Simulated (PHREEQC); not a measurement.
Solution (25 °C): 0.014 mol/kgw HF, 0.042 mol/kgw KF and 0.049 mol/kgw H3PO4. Closed to the air; pH follows from the charge balance.

Equilibrium calculation in PHREEQC: ion-association model, phreeqc.dat.

**Question.** The ionic strength comes out as 0.0461 mol/kgw. What activity coefficients do H2PO4-, HPO4-2, K+, F-, HF2- get?

**Answer.** H2PO4- 0.83, HPO4-2 0.47, K+ 0.82, F- 0.82, HF2- 0.83.

No solid was allowed to form. Species that the database lacks are ignored.
